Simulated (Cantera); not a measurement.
Input: 1 mol MgCl2, 0.036 mol O2, 0.22 mol H2, at 2148.15 K and 1.00 bar.

These are equilibrium values from Cantera (NASA tables, ideal gas, pure condensed phases), not measurements of a reactor. Candidate condensed phases: H2O, Mg, MgCl2, MgO, Mg(OH)2; 22 gas species. The tables' values for MgH are old estimates; treat these amounts as uncertain. Equilibrium is a limit: real reactors are often held back by kinetics, nucleation or transport.

Base state: MgCl2 0.749, HCl 0.123, H2 0.114, MgCl 0.00469, Mg 0.00411, H2O 0.00301, H 0.00141, Cl 0.00111 (mole fractions); condensed: MgO(s).

Q: What changes in the equilibrium state with this change: temperature from 2148.15 K to 1350 K?

A: 
```csv
species,before,after
H2,0.114,0.476
HCl,0.123,0.453
MgCl2,0.749,0.0660
Mg,0.00411,1.26e-9
MgCl,0.00469,6.63e-8
MgH,2.34e-5,<1e-9
MgOH,1.84e-5,<1e-9
H,0.00141,1.64e-6
"MgO(s), mol",0.0683,0.0704
"MgCl2(l), mol",0,0.909
```
Mutual solubility and eutectic melting of coexisting phases are not modelled.

Q: What changes in the equilibrium state with this change: temperature from 2148.15 K to 1223 K?

A: 
```json
[
 {"species": "H2", "before": "0.114", "after": "0.505"},
 {"species": "HCl", "before": "0.123", "after": "0.475"},
 {"species": "MgCl2", "before": "0.749", "after": "0.0121"},
 {"species": "Mg", "before": "0.00411", "after": "<1e-9"},
 {"species": "MgCl", "before": "0.00469", "after": "1.19e-9"},
 {"species": "MgH", "before": "2.34e-5", "after": "<1e-9"},
 {"species": "MgOH", "before": "1.84e-5", "after": "<1e-9"},
 {"species": "H", "before": "0.00141", "after": "2.14e-7"},
 {"species": "MgO(s), mol", "before": "0.0683", "after": "0.0696"},
 {"species": "MgCl2(l), mol", "before": "0", "after": "0.927"}
]
```
Mutual solubility and eutectic melting of coexisting phases are not modelled.
